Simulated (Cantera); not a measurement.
An adiabatic, constant-volume homogeneous reactor starts with 11.8 % CO, 4.00 % H2, 7.66 % O2, 76.6 % N2, equivalence ratio 1.0, at 1550 K and 1.00 bar.

Cantera simulation using GRI-Mech 3.0 (53 species, 325 reactions); the numbers are that mechanism's predictions, not measurements.

x: mole fraction; the columns are a selection and need not sum to one.

```csv
t (s),T (K),P (bar),x CO,x H2,x O2,x NO,x O,x H2O2
9.00e-6,1550,1.00,0.118,0.0400,0.0766,<1e-12,1.71e-6,1.99e-9
2.07e-5,1551,1.00,0.118,0.0392,0.0760,1.04e-10,0.000203,4.86e-8
4.77e-5,1689,1.08,0.0916,0.00451,0.0404,6.98e-6,0.0184,3.61e-7
0.000110,1980,1.25,0.0653,0.00575,0.0278,6.02e-5,0.0164,1.41e-7
0.000253,2248,1.40,0.0576,0.00466,0.0242,0.000173,0.00921,6.62e-8
0.000583,2458,1.51,0.0467,0.00332,0.0191,0.000535,0.00454,4.38e-8
0.00134,2576,1.57,0.0384,0.00251,…,…,…,4.52e-8
0.00309,2595,1.58,0.0367,0.00237,0.0134,0.00326,0.00211,4.58e-8
0.00711,2590,1.58,0.0368,0.00239,0.0125,…,0.00199,4.39e-8
0.0164,2587,1.57,0.0369,0.00240,0.0121,0.00637,0.00193,4.29e-8
0.0377,2586,1.57,0.0369,0.00240,0.0120,0.00648,0.00193,4.28e-8
0.0869,2586,1.57,0.0369,0.00240,0.0120,0.00649,0.00193,4.28e-8
0.200,2586,1.57,0.0369,0.00240,0.0120,0.00649,0.00193,4.28e-8
```

### Question
Fill in the missing entries.

### Answer

- 0.00134, x O2: 0.0150
- 0.00134, x NO: 0.00151
- 0.00134, x O: 0.00253
- 0.00711, x NO: 0.00531
